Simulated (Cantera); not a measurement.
Charge: 1 mol HMDSO, 1.8 mol N2O, 4.2 mol H2, 9.9 mol NO, at 0.100 bar.

Method: chemical equilibrium by Gibbs-energy minimisation in Cantera with the NASA 1993 tables (ideal gas, pure condensed phases). Candidate condensed phases: C, C6H6, C7H8, C8H18, H2O, Si, SiC, SiO2, Si2N2O, Si3N4; 151 gas species. The feed counts by its element totals alone. The tables hold silica as quartz up to 1696 K and as liquid above; real silica turns to tridymite and cristobalite and melts near 1996 K. Gases not in the tables: Si(OH)4. Rates play no part.

Problem. Which condensed phases are stable at each of these points (T (K)): 1798, 1848, 1898, 1948, 1998, 2048, 2098?

Solution. 
```
T (K)  condensed phases  Si condensed (%)
-----  ----------------  ----------------
1798    SiO2(condensed)              99.9
1848    SiO2(condensed)              99.7
1898    SiO2(condensed)              99.2
1948    SiO2(condensed)              98.2
1998            SiO2(l)              96.1
2048            SiO2(l)              91.9
2098            SiO2(l)              84.4
```

From 1798 K to 1948 K the condensed part is SiO2(condensed). From 1998 K to 2098 K the condensed part is SiO2(l). The share of Si in condensed phases is highest at 1798 K (99.9 %) and lowest at 2098 K (84.4 %).
